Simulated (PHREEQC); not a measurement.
Solution A (0.019 mol/kgw H3BO3, 5e-05 mol/kgw Na2HAsO4 and 0.0033 mol/kgw Na2SO4) is mixed with solution B (0.001 mol H2SO4, 0.0081 mol Li2SO4 and 3.5e-05 mol Fe2(SO4)3 per kg of water) at 25 °C; shares are by mass of water, 1 kg in all. Oxygen is held at 0.21 atm. CO2 from the air is kept out. Solids allowed: Hematite, Scorodite, Jarosite-Na, Mirabilite. Others were left out.

Model: ion-association model, wateq4f.dat, run in PHREEQC.

Task: Predict pH, H2AsO4- (mol/kgw) at share of solution B = 0.15, 0.45, 0.6, 0.85.

Result: 
| share of solution B | pH | H2AsO4- (mol/kgw) |
|---|---|---|
| 0.15 | 3.68 | 4.10e-5 |
| 0.45 | 3.19 | 2.47e-5 |
| 0.6 | 3.07 | 1.74e-5 |
| 0.85 | 2.93 | 6.25e-6 |

Hematite forms slowly in practice; the run takes equilibrium as reached. Species that the database lacks are ignored. The database's scorodite may be far more soluble than the real mineral, and it has no iron arsenate complexes; the constant wasn't checked at its source.
